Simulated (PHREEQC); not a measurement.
Dissolve 0.19 mol/kgw ZnSO4 and 0.28 mol/kgw MnSO4 at 25 °C. Closed to the air; pH follows from the charge balance.

Model: ion-association model, phreeqc.dat, run in PHREEQC.

Task: The ionic strength comes out as 0.891 mol/kgw. What activity coefficients do SO4-2, H+, Zn+2, Zn(SO4)2-2, ZnOH+ get?

Result: SO4-2 0.16, H+ 0.75, Zn+2 0.18, Zn(SO4)2-2 0.36, ZnOH+ 0.77.

No solid was allowed to form. Caution: at this ionic strength the ion-association model is outside its range; a Pitzer model would be the better tool where its parameters exist.
